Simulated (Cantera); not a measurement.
Feed: 1 mol Si2H6, 4.6 mol N2, at 2.20 mbar.

Equilibrium computed with Cantera from the NASA thermochemical tables; the gas is ideal and each condensed phase is pure. Candidate condensed phases: Si, Si3N4; 18 gas species. The feed counts by its element totals alone. N2 is the only nitrogen source here; it is nearly inert below about 1500 K, so the nitride shown seldom forms there in practice. Rates play no part.

x: gas mole fraction; n: condensed amount in mol.

```
T (K)   x N2   x H2       x H      x Si   x SiH    x Si2N     x SiN  n Si3N4(s)  n Si(l)
-----  -----  -----  --------  --------  ------  --------  --------  ----------  -------
800    0.521  0.479  4.27e-11    <1e-12  <1e-12    <1e-12    <1e-12       0.667        0
900    0.521  0.479   1.72e-9    <1e-12  <1e-12    <1e-12    <1e-12       0.667        0
1000   0.521  0.479   3.35e-8    <1e-12  <1e-12    <1e-12    <1e-12       0.667        0
1100   0.521  0.479   3.81e-7    <1e-12  <1e-12    <1e-12    <1e-12       0.667        0
1200   0.521  0.479   2.91e-6    <1e-12  <1e-12    <1e-12    <1e-12       0.667        0
1300   0.521  0.479   1.63e-5  1.13e-10     ___    <1e-12  1.31e-11       0.667        0
1400   0.521  0.479   7.17e-5   1.09e-8     ___  2.90e-11  7.52e-10       0.667        0
1500   0.521  0.479  0.000260   5.72e-7     ___   4.47e-9   2.49e-8       0.667        0
1600   0.521  0.478  0.000801   1.81e-5     ___   3.62e-7   5.28e-7       0.667        0
1700   0.604  0.393   0.00197  0.000308     ___   1.23e-5   6.81e-6           0     2.00
```

**Question.** Complete the blanks.

**Answer.** 
- 1300, x SiH: 3.04e-11
- 1400, x SiH: 1.77e-9
- 1500, x SiH: 5.95e-8
- 1600, x SiH: 1.28e-6
- 1700, x SiH: 1.40e-5
